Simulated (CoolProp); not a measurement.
Values from CoolProp's reference Helmholtz-energy equation of state, McLinden 2020.

### Question
Give the vapour pressure (bar), enthalpy of vaporisation (kJ/kg), vapour Z of saturated R1336mzz(Z) at -9.75 °C.

### Answer
```tsv
T (°C)	p (bar)	enthalpy of vaporisation (kJ/kg)	vapour Z
-9.75	0.151	184	0.986
```
